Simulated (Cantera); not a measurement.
Input: 1 mol Fe, 1.3 mol HCl, 0.24 mol N2, equilibrated at 0.133 bar.

Equilibrium computed with Cantera from the NASA thermochemical tables; the gas is ideal and each condensed phase is pure. Candidate condensed phases: Fe, FeCl2, FeCl3, NH4Cl; 18 gas species. Equilibrium is a limit: real reactors are often held back by kinetics, nucleation or transport.

What share of the Fe ends up in condensed phases as a function of T (K), at 898, 998, 1098, 1198, 1298, 1398, 1498, 1598?


```
T (K)  Fe condensed (%)                as
-----  ----------------  ----------------
898                97.8  Fe(α) + FeCl2(s)
998                68.4  Fe(α) + FeCl2(l)
1098               66.0             Fe(α)
1198               63.9             Fe(γ)
1298               62.0             Fe(γ)
1398               60.3             Fe(γ)
1498               58.8             Fe(γ)
1598               57.6             Fe(γ)
```
